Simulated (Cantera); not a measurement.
Charge: 1 mol BF₃, a varied amount of H₂O, 0.15 mol H₂, 2.6 mol N₂, equilibrated at 2175 K and 0.310 bar.

Equilibrium computed with Cantera from the NASA thermochemical tables; the gas is ideal and each condensed phase is pure. Candidate condensed phases: B, BN, B₂O₃, B₃O₃H₃, H₂O; 62 gas species. The tables' values for BF₂ are old estimates; treat these amounts as uncertain. Kinetics and transport are ignored.

x: gas mole fraction; nothing condenses.

| n(H₂O) (mol) | x N₂ | x HF | x H₂O | x BOF | x BF₃ | x HBO₂ | x H₂ |
|---|---|---|---|---|---|---|---|
| 0.55 | 0.535 | 0.230 | 0.000579 | 0.112 | 0.0885 | 0.000119 | 0.0275 |
| 0.68 | 0.509 | 0.266 | 0.00131 | 0.131 | 0.0613 | 0.000270 | 0.0271 |
| 0.84 | 0.480 | 0.304 | 0.00365 | 0.150 | 0.0327 | 0.000756 | 0.0263 |
| 1 | 0.458 | 0.328 | 0.0112 | 0.160 | 0.0132 | 0.00230 | 0.0255 |
| 1.3 | 0.431 | 0.334 | [?] | 0.153 | [?] | [?] | 0.0244 |
| 1.6 | 0.410 | 0.327 | 0.0804 | 0.140 | 0.00162 | 0.0145 | 0.0235 |
| 2 | 0.385 | 0.316 | 0.126 | 0.125 | 0.000859 | 0.0209 | 0.0225 |
| 2.4 | 0.363 | 0.305 | 0.168 | 0.112 | 0.000538 | 0.0258 | 0.0217 |
| 3 | [?] | 0.289 | [?] | [?] | [?] | [?] | 0.0208 |
| 3.8 | 0.303 | 0.270 | 0.286 | 0.0795 | 0.000175 | 0.0354 | 0.0200 |

Q: Fill in the missing entries.

A: 
- 1.3, x H₂O: 0.0440
- 1.3, x BF₃: 0.00335
- 1.3, x HBO₂: 0.00848
- 3, x N₂: 0.335
- 3, x H₂O: 0.223
- 3, x BOF: 0.0959
- 3, x BF₃: 0.000311
- 3, x HBO₂: 0.0310
